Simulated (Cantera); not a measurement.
# Silicon etching in halogen gases: Si + HF + N₂

Feed: 1 mol Si, 2.4 mol HF, 3.4 mol N₂.

Method: chemical equilibrium by Gibbs-energy minimisation in Cantera with the NASA 1993 tables (ideal gas, pure condensed phases). Candidate condensed phases: Si, Si₃N₄; 37 gas species. N₂ is the only nitrogen source here; it is nearly inert below about 1500 K, so the nitride shown seldom forms there in practice. The tables' values for SiF₂, SiF₃ are old estimates. Rates play no part.

Problem. Map the stable condensed phases over T = 700, 800, 900, 1000, 1100, 1200, 1300, 1400, 1500, 1600, 1700 K and P in Pa = 1, 4.2, 18, 75, 320, 1300, 5600, 24000, 100000.

Solution. 
```
T in K \ P in Pa
              1    4.2     18     75    320   1300   5600  24000 100000
   1700       A      A      A      B      C      C      C      C      C
   1600       A      A      B      C      C      C      C      C      C
   1500       A      B      C      C      C      C      C      C      C
   1400       C      C      C      C      C      C      C      C      C
   1300       C      C      C      C      C      C      C      C      C
   1200       C      C      C      C      C      C      C      C      C
   1100       C      C      C      C      C      C      C      C      C
   1000       C      C      C      C      C      C      C      C      C
    900       C      C      C      C      C      C      C      C      C
    800       C      C      C      C      C      C      C      C      C
    700       C      C      C      C      C      C      C      C      C
```
A: gas only; B: Si; C: Si₃N₄.
